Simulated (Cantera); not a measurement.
Input (Python, Cantera):

```python
import numpy as np
import cantera as ct

gas = ct.Solution("gri30.yaml")
gas.TPX = 373, 500000, {'CH4': 1, 'O2': 1.82, 'N2': 6.84}
flame = ct.FreeFlame(gas, width=0.013)
flame.set_refine_criteria(ratio=3, slope=0.08, curve=0.16)
flame.transport_model = "mixture-averaged"
flame.solve(loglevel=0, auto=True)
z, T = flame.grid, flame.T
thick = (T[-1] - T[0]) / np.gradient(T, z).max()
show = ['CH4', 'O2', 'CH3', 'C2H2', 'HCO', 'HO2']
print(f"laminar burning velocity  {flame.velocity[0] * 100:.3f} cm/s")
print(f"burnt temperature         {T[-1]:.1f} K")
print(f"thermal thickness         {thick * 1e3:.4f} mm")
print(f"grid points               {len(z)}")
z0 = z[flame.heat_release_rate.argmax()]
print(f"{'z/mm':>9s}{'T/K':>9s}{'u/(m/s)':>9s}" + "".join(f"{s:>11s}" for s in show))
rows = []
for k in (-3, -2, -1.5, -1, -0.5, -0.25, 0, 0.25, 0.5, 1, 2, 4, 8):
    zz = z0 + k * thick
    rows.append([k * thick, np.interp(zz, z, T), np.interp(zz, z, flame.velocity),
                 *(np.interp(zz, z, flame.X[gas.species_index(s)]) for s in show)])
    print(f"{rows[-1][0] * 1e3:9.3f}{rows[-1][1]:9.1f}{rows[-1][2]:9.3f}" + "".join(f"{x:11.3e}" for x in rows[-1][3:]))
```

It prints:

```
laminar burning velocity  28.329 cm/s
burnt temperature         2273.9 K
thermal thickness         0.1370 mm
grid points               148
     z/mm      T/K  u/(m/s)        CH4         O2        CH3       C2H2        HCO        HO2
   -0.411    373.4    0.284  1.034e-01  1.882e-01  1.267e-09  8.110e-09  4.594e-19  3.077e-08
   -0.274    377.9    0.288  1.029e-01  1.876e-01  1.652e-08  1.741e-07  2.764e-15  4.684e-07
   -0.205    395.2    0.302  1.015e-01  1.861e-01  7.635e-08  1.049e-06  1.927e-13  2.381e-06
   -0.137    512.2    0.394  9.387e-02  1.773e-01  1.035e-06  1.111e-05  6.164e-11  2.198e-05
   -0.068   1037.8    0.810  6.109e-02  1.310e-01  1.157e-04  9.758e-05  1.359e-07  1.408e-04
   -0.034   1486.3    1.167  3.169e-02  8.505e-02  9.805e-04  2.210e-04  4.367e-06  1.621e-04
    0.000   1897.8    1.496  6.039e-03  3.639e-02  1.556e-03  3.444e-04  1.788e-05  6.968e-05
    0.034   2062.8    1.619  2.397e-04  1.289e-02  1.416e-04  4.405e-05  4.515e-06  1.397e-05
    0.068   2118.3    1.656  5.198e-06  6.694e-03  3.822e-06  1.202e-06  2.660e-07  6.840e-06
    0.137   2175.1    1.694  5.985e-09  3.636e-03  5.193e-09  1.986e-09  7.876e-08  3.472e-06
    0.274   2222.6    1.727  7.548e-13  1.849e-03  7.310e-13  5.566e-13  4.362e-08  1.478e-06
    0.548   2253.2    1.748  2.371e-14  7.908e-04  2.894e-14  1.020e-16  2.396e-08  5.002e-07
    1.096   2268.3    1.758  3.273e-14  3.296e-04  2.779e-14  3.985e-18  1.449e-08  1.652e-07
```

Cantera simulation using GRI-Mech 3.0 (53 species, 325 reactions); the numbers are that mechanism's predictions, not measurements. Burning velocities carry a grid error of a few per cent, more on coarse grids.
